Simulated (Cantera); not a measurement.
Feed: 1 mol Al₂O₃, 24 mol HCl, 2.5 mol N₂, held at 652 °C and 23000 Pa.

These are equilibrium values from Cantera (NASA tables, ideal gas, pure condensed phases), not measurements of a reactor. Candidate condensed phases: Al, AlCl₃, AlN, Al₂O₃, H₂O, NH₄Cl; 45 gas species. Condensed phases not in the tables: AlOCl. Equilibrium is a limit: real reactors are often held back by kinetics, nucleation or transport.

Base state: HCl 0.905, N₂ 0.0943, H₂O 0.000185, AlCl₃ 0.000124 (mole fractions); condensed: Al₂O₃(s).

Task: What changes in the equilibrium state with this change: temperature from 652 °C to 1027 °C?

Result: 
| species | before | after |
|---|---|---|
| HCl | 0.905 | 0.902 |
| N₂ | 0.0943 | 0.0944 |
| H₂O | 0.000185 | 0.00199 |
| AlCl₃ | 0.000124 | 0.00133 |
| Cl | 3.31e-7 | 0.000161 |
| H₂ | 2.05e-6 | 0.000119 |
| Cl₂ | 1.88e-6 | 3.87e-5 |
| Al₂O₃(s), mol | 0.998 | 0.982 |

Task: What changes in the equilibrium state with this change: temperature from 652 °C to 1300 °C?

Result: 
```json
[
 {"species": "HCl", "before": "0.905", "after": "0.894"},
 {"species": "N₂", "before": "0.0943", "after": "0.0944"},
 {"species": "H₂O", "before": "0.000185", "after": "0.00530"},
 {"species": "AlCl₃", "before": "0.000124", "after": "0.00353"},
 {"species": "Cl", "before": "3.31e-7", "after": "0.00188"},
 {"species": "H₂", "before": "2.05e-6", "after": "0.00103"},
 {"species": "Cl₂", "before": "1.88e-6", "after": "9.29e-5"},
 {"species": "Al₂O₃(s), mol", "before": "0.998", "after": "0.953"}
]
```
